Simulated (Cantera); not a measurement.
Input: 1 mol SiCl4, 8 mol NH3, equilibrated at 925 °C and 0.590 bar.

Cantera equilibrium calculation (NASA polynomials, part measured and part estimated; ideal gas, pure solids and liquids). Candidate condensed phases: NH4Cl, Si, Si3N4; 28 gas species. The tables' values for SiCl3 are old estimates; treat these amounts as uncertain. The numbers say what is thermodynamically allowed, not how fast it happens.

Base state: H2 0.583, HCl 0.220, N2 0.194, SiCl4 0.00268, SiHCl3 0.000192, SiCl3 4.73e-5, NH3 2.23e-5 (mole fractions); condensed: Si3N4(s).

Problem. What changes in the equilibrium state with this change: SiCl4 replaced by trisilylamine?

Solution. 
| species | before | after |
|---|---|---|
| H2 | 0.583 | 0.868 |
| N2 | 0.194 | 0.132 |
| NH3 | 2.23e-5 | 3.34e-5 |
| HCl | 0.220 | 0 |
| SiCl4 | 0.00268 | 0 |
| SiHCl3 | 0.000192 | 0 |
| SiCl3 | 4.73e-5 | 0 |
| Si3N4(s), mol | 0.316 | 1.00 |
The feed counts by its element totals alone.
